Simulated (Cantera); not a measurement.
An isothermal, constant-pressure homogeneous reactor starts with N₂O : H₂ : N₂ = 1 : 0.038 : 4.2 (molar parts), at 1048 K and 4200 Pa. Integrator tolerance rtol = 1e-08.

Detailed kinetics in Cantera: GRI-Mech 3.0 (53 species, 325 reactions). GRI-Mech 3.0 was tuned for natural gas; its chemistry of N2O as a main component is partial and can be far from experiment. Radical loss at walls, strong at low pressure, is not modelled. The mechanism lacks the step 2 NO + O2 → 2 NO2, which can matter for NO2 below about 1400 K. The temperature is held fixed by assumption; the heat of reaction is taken as removed at once.

Q: What does this change do: pressure from 4200 Pa to 101000 Pa?

A: 
| quantity | before | after |
|---|---|---|
| x(N₂O) at 10.0 s | 0.182 (gas-phase equilibrium 6.11e-10) | 0.146 (gas-phase equilibrium 3.00e-9) |
| x(H₂) at 10.0 s | 2.65e-7 (gas-phase equilibrium 3.86e-11) | 1.56e-9 (gas-phase equilibrium 7.85e-12) |
| x(OH) at 10.0 s | 1.06e-6 (gas-phase equilibrium 1.28e-7) | 1.23e-6 (gas-phase equilibrium 5.77e-8) |
| x(O) at 10.0 s | 1.14e-7 (gas-phase equilibrium 9.01e-10) | 8.73e-8 (gas-phase equilibrium 1.83e-10) |
| x(H₂O₂) at 10.0 s | 5.24e-10 (gas-phase equilibrium 2.00e-12) | 3.97e-9 (gas-phase equilibrium 9.82e-12) |
| x(O₂) at 10.0 s | 0.000837 (gas-phase equilibrium 0.0841) | 0.0165 (gas-phase equilibrium 0.0841) |
| x(HO₂) at 10.0 s | 9.30e-8 (gas-phase equilibrium 1.14e-10) | 1.21e-8 (gas-phase equilibrium 2.52e-10) |

Q: What does this change do: pressure from 4200 Pa to 5500 Pa?

A: 
| quantity | before | after |
|---|---|---|
| x(N₂O) at 10.0 s | 0.182 (gas-phase equilibrium 6.11e-10) | 0.181 (gas-phase equilibrium 7.00e-10) |
| x(H₂) at 10.0 s | 2.65e-7 (gas-phase equilibrium 3.86e-11) | 2.99e-8 (gas-phase equilibrium 3.37e-11) |
| x(OH) at 10.0 s | 1.06e-6 (gas-phase equilibrium 1.28e-7) | 1.09e-6 (gas-phase equilibrium 1.20e-7) |
| x(O) at 10.0 s | 1.14e-7 (gas-phase equilibrium 9.01e-10) | 1.13e-7 (gas-phase equilibrium 7.88e-10) |
| x(H₂O₂) at 10.0 s | 5.24e-10 (gas-phase equilibrium 2.00e-12) | 4.98e-10 (gas-phase equilibrium 2.29e-12) |
| x(O₂) at 10.0 s | 0.000837 (gas-phase equilibrium 0.0841) | 0.00110 (gas-phase equilibrium 0.0841) |
| x(HO₂) at 10.0 s | 9.30e-8 (gas-phase equilibrium 1.14e-10) | 8.35e-8 (gas-phase equilibrium 1.22e-10) |
